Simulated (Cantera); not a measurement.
What does this Cantera script print?

```python
import numpy as np
import cantera as ct

gas = ct.Solution("gri30.yaml")
gas.TPX = 1600, 1000000, {'CO': 1, 'H2': 0.4, 'CH4': 0.19, 'O2': 1.32, 'N2': 8.69}
reactor = ct.IdealGasConstPressureReactor(gas, energy="on", clone=False)
net = ct.ReactorNet([reactor])
net.rtol, net.atol = 1e-08, 1e-16
show = ['CO', 'H2', 'CH4', 'N2O', 'H', 'C2H']
times = np.geomspace(3e-06, 0.3, 15)

steps = ct.SolutionArray(gas, extra=["t"])
rows = []
print(f"{'t/s':>10s}{'T/K':>9s}{'P/Pa':>11s}" + "".join(f"{s:>11s}" for s in show))
for t in times:
    while net.time < t:
        t_next = net.step()
        steps.append(gas.state, t=t_next)
    rows.append([np.interp(t, steps.t, y) for y in (steps.T, steps.P, *steps(*show).X.T)])
    print(f"{t:10.3e}{rows[-1][0]:9.1f}{rows[-1][1]:11.4g}" + "".join(f"{x:11.3e}" for x in rows[-1][2:]))
rate = np.gradient(steps.T, steps.t)
print("integrator steps:", len(steps.t))
if steps.T.max() > steps.T[0] + 200:
    print(f"time of steepest temperature rise: {steps.t[rate.argmax()]:.4e} s")
gas.TPX = 1600, 1000000, {'CO': 1, 'H2': 0.4, 'CH4': 0.19, 'O2': 1.32, 'N2': 8.69}
gas.equilibrate("HP")
print(f"equilibrium (HP): T = {gas.T:.1f} K  " + "  ".join(f"{s} {gas[s].X[0]:.3e}" for s in show))
```

It prints:

```
       t/s      T/K       P/Pa         CO         H2        CH4        N2O          H        C2H
 3.000e-06   1601.7      1e+06  8.614e-02  3.409e-02  1.600e-02  2.732e-09  8.194e-05  2.561e-14
 6.828e-06   1971.9      1e+06  8.876e-02  8.096e-03  1.262e-04  5.381e-07  6.729e-03  5.983e-09
 1.554e-05   2474.5      1e+06  3.249e-02  3.677e-03  7.932e-16  1.699e-06  2.906e-03  2.020e-20
 3.536e-05   2623.6      1e+06  1.927e-02  2.031e-03  1.833e-16  1.781e-06  9.621e-04  7.762e-21
 8.048e-05   2662.5      1e+06  1.522e-02  1.617e-03  1.345e-16  1.707e-06  6.492e-04  4.755e-21
 1.832e-04   2663.4      1e+06  1.496e-02  1.593e-03  1.328e-16  1.695e-06  6.286e-04  4.535e-21
 4.168e-04   2660.3      1e+06  1.496e-02  1.597e-03  1.349e-16  1.688e-06  6.215e-04  4.429e-21
 9.487e-04   2655.2      1e+06  1.498e-02  1.604e-03  1.384e-16  1.690e-06  6.106e-04  4.262e-21
 2.159e-03   2650.2      1e+06  1.500e-02  1.612e-03  1.420e-16  1.707e-06  6.001e-04  4.104e-21
 4.914e-03   2648.4      1e+06  1.501e-02  1.615e-03  1.434e-16  1.716e-06  5.963e-04  4.047e-21
 1.118e-02   2648.3      1e+06  1.501e-02  1.615e-03  1.435e-16  1.717e-06  5.961e-04  4.044e-21
 2.545e-02   2648.3      1e+06  1.501e-02  1.615e-03  1.435e-16  1.717e-06  5.961e-04  4.044e-21
 5.792e-02   2648.3      1e+06  1.501e-02  1.615e-03  1.435e-16  1.717e-06  5.961e-04  4.044e-21
 1.318e-01   2648.3      1e+06  1.501e-02  1.615e-03  1.435e-16  1.717e-06  5.961e-04  4.044e-21
 3.000e-01   2648.3      1e+06  1.501e-02  1.615e-03  1.435e-16  1.717e-06  5.961e-04  4.044e-21
integrator steps: 1521
time of steepest temperature rise: 6.4129e-06 s
equilibrium (HP): T = 2648.3 K  CO 1.501e-02  H2 1.615e-03  CH4 1.950e-16  N2O 1.717e-06  H 5.961e-04  C2H 4.382e-21
```

Cantera simulation using GRI-Mech 3.0 (53 species, 325 reactions); the numbers are that mechanism's predictions, not measurements.
